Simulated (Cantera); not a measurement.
## Nitride etching: AlN + H2 + N2

Input: 1 mol AlN, 8.3 mol H2, 6.5 mol N2, held at 1550 K and 1.33 mbar.

These are equilibrium values from Cantera (NASA tables, ideal gas, pure condensed phases), not measurements of a reactor. Candidate condensed phases: Al, AlN; 13 gas species. The numbers say what is thermodynamically allowed, not how fast it happens.

- x(H2) = 0.560
- x(N2) = 0.439
- x(H) = 0.000646
- x(Al) = 9.95e-6
- n(AlN(s)) = 1.000 mol
- gas amount = 14.80 mol
- log10 activity of Al(l) (absent) = -3.34
